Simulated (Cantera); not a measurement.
Cantera run, input and output.

```python
import numpy as np
import cantera as ct

gas = ct.Solution("gri30.yaml")
gas.TPX = 1400, 500000, {'CH4': 1, 'H2O': 0.72, 'H2': 0.062}
reactor = ct.IdealGasConstPressureReactor(gas, energy="off", clone=False)
net = ct.ReactorNet([reactor])
net.rtol, net.atol = 1e-08, 1e-18
show = ['CH4', 'H2O', 'H2', 'CH2CO', 'HO2']
times = np.geomspace(2e-06, 10, 9)

steps = ct.SolutionArray(gas, extra=["t"])
rows = []
print(f"{'t/s':>10s}{'T/K':>9s}{'P/Pa':>11s}" + "".join(f"{s:>11s}" for s in show))
for t in times:
    while net.time < t:
        t_next = net.step()
        steps.append(gas.state, t=t_next)
    rows.append([np.interp(t, steps.t, y) for y in (steps.T, steps.P, *steps(*show).X.T)])
    print(f"{t:10.3e}{rows[-1][0]:9.1f}{rows[-1][1]:11.4g}" + "".join(f"{x:11.3e}" for x in rows[-1][2:]))
rate = np.gradient(steps.T, steps.t)
print("integrator steps:", len(steps.t))
if steps.T.max() > steps.T[0] + 200:
    print(f"time of steepest temperature rise: {steps.t[rate.argmax()]:.4e} s")
gas.TPX = 1400, 500000, {'CH4': 1, 'H2O': 0.72, 'H2': 0.062}
gas.equilibrate("TP")
print(f"equilibrium (TP): T = {gas.T:.1f} K  " + "  ".join(f"{s} {gas[s].X[0]:.3e}" for s in show))
```

It prints:

```
       t/s      T/K       P/Pa        CH4        H2O         H2      CH2CO        HO2
 2.000e-06   1400.0      5e+05  5.612e-01  4.040e-01  3.479e-02  1.469e-27  5.459e-23
 1.375e-05   1400.0      5e+05  5.612e-01  4.040e-01  3.479e-02  2.817e-22  2.243e-20
 9.457e-05   1400.0      5e+05  5.611e-01  4.040e-01  3.480e-02  2.400e-17  4.794e-18
 6.503e-04   1400.0      5e+05  5.610e-01  4.040e-01  3.488e-02  7.739e-14  1.059e-17
 4.472e-03   1400.0      5e+05  5.599e-01  4.040e-01  3.552e-02  1.034e-10  2.125e-17
 3.075e-02   1400.0      5e+05  5.507e-01  4.025e-01  4.254e-02  1.282e-07  4.154e-17
 2.115e-01   1400.0      5e+05  4.895e-01  3.882e-01  9.722e-02  4.576e-06  3.714e-17
 1.454e+00   1400.0      5e+05  3.340e-01  3.497e-01  2.352e-01  1.075e-05  6.749e-17
 1.000e+01   1400.0      5e+05  3.275e-01  3.024e-01  2.792e-01  6.264e-06  5.277e-17
integrator steps: 1103
equilibrium (TP): T = 1400.0 K  CH4 8.628e-02  H2O 3.330e-04  H2 6.898e-01  CH2CO 2.222e-07  HO2 2.447e-23
```

Cantera simulation using GRI-Mech 3.0 (53 species, 325 reactions); the numbers are that mechanism's predictions, not measurements. GRI-Mech 3.0 stops at C3 and has no aromatics, soot or wall deposition, so with more carbon than oxygen in the feed, carbon stays in small species such as C2H2 where larger ones or solid carbon would form.
